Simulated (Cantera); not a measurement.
A perfectly stirred reactor is fed with CH4 : O2 : N2 = 1 : 2.11 : 7.92 (molar parts), equivalence ratio 0.95, at 0.360 bar; it is adiabatic with a 450 K inlet, and is followed from long to short residence time, starting on the burning branch (τ in s: 0.17, 0.064, 0.024, 0.0089, 0.0033, 0.0012, 0.00046, 0.00017, 6.5e-05).

Cantera simulation using GRI-Mech 3.0 (53 species, 325 reactions); the numbers are that mechanism's predictions, not measurements.

Task: Predict: blow-out, bracketed by the residence times tried; x(CH4) at τ = 0.170 s; x(O2) at τ = 0.170 s; x(H2O) at τ = 0.170 s; x(NO) at τ = 0.170 s; x(O) at τ = 0.170 s; x(CH4) at τ = 3.30 ms; x(O2) at τ = 3.30 ms; x(H2O) at τ = 3.30 ms; x(NO) at τ = 3.30 ms; x(O) at τ = 3.30 ms.

Result: 
```
Item                                                                            Value
------------------------------------------------  -----------------------------------
blow-out, bracketed by the residence times tried  burning at 0.170 ms, out at 65.0 µs
x(CH4) at τ = 0.170 s                                                         3.22e-6
x(O2) at τ = 0.170 s                                                           0.0153
x(H2O) at τ = 0.170 s                                                           0.172
x(NO) at τ = 0.170 s                                                          0.00140
x(O) at τ = 0.170 s                                                          0.000931
x(CH4) at τ = 3.30 ms                                                         6.68e-5
x(O2) at τ = 3.30 ms                                                           0.0251
x(H2O) at τ = 3.30 ms                                                           0.156
x(NO) at τ = 3.30 ms                                                         0.000109
x(O) at τ = 3.30 ms                                                           0.00417
```
